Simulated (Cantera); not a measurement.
Feed: 1 mol CaF2, 0.034 mol HF, 0.37 mol N2, held at 0.000770 bar.

Equilibrium computed with Cantera from the NASA thermochemical tables; the gas is ideal and each condensed phase is pure. Candidate condensed phases: Ca, CaF2; 25 gas species. Kinetics and transport are ignored.

**Question.** Which condensed phases are stable at each of these points (T (K)): 923, 1023, 1123, 1223, 1323, 1423, 1523, 1623, 1723, 1823, 1923, 2023?

**Answer.** 
| T (K) | condensed phases | Ca condensed (%) |
|---|---|---|
| 923 | CaF2(s) | 100.0 |
| 1023 | CaF2(s) | 100.0 |
| 1123 | CaF2(s) | 100.0 |
| 1223 | CaF2(s) | 100.0 |
| 1323 | CaF2(s) | 100.0 |
| 1423 | CaF2(s) | 100.0 |
| 1523 | CaF2(s) | 99.8 |
| 1623 | CaF2(s) | 98.7 |
| 1723 | CaF2(l) | 92.5 |
| 1823 | CaF2(l) | 38.0 |
| 1923 | gas only | 0.0 |
| 2023 | gas only | 0.0 |

From 923 K to 1623 K the condensed part is CaF2(s). From 1723 K to 1823 K the condensed part is CaF2(l). From 1923 K to 2023 K nothing is condensed.
